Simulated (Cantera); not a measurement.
Feed: 1 mol SO2, 4 mol H2O, 6 mol O2, equilibrated at 3400 K and 1000 Pa.

These are equilibrium values from Cantera (NASA tables, ideal gas, pure condensed phases), not measurements of a reactor. Candidate condensed phases: H2O, H2SO4, S; 19 gas species. Equilibrium is a limit: real reactors are often held back by kinetics, nucleation or transport.

Base state: O 0.625, H 0.290, S 0.0287, O2 0.0270, OH 0.0141, SO 0.00970, H2 0.00385, SO2 0.000615 (mole fractions); condensed: gas only.

What changes in the equilibrium state with this change: O2 from 6 to 0.18 mol?


```json
[
 {"species": "H", "before": "0.290", "after": "0.507"},
 {"species": "O", "before": "0.625", "after": "0.386"},
 {"species": "S", "before": "0.0287", "after": "0.0559"},
 {"species": "H2", "before": "0.00385", "after": "0.0118"},
 {"species": "O2", "before": "0.0270", "after": "0.0103"},
 {"species": "SO", "before": "0.00970", "after": "0.0117"},
 {"species": "OH", "before": "0.0141", "after": "0.0152"},
 {"species": "S2", "before": "1.63e-5", "after": "6.17e-5"},
 {"species": "SH", "before": "0.000109", "after": "0.000372"},
 {"species": "H2O", "before": "0.000431", "after": "0.000812"}
]
```
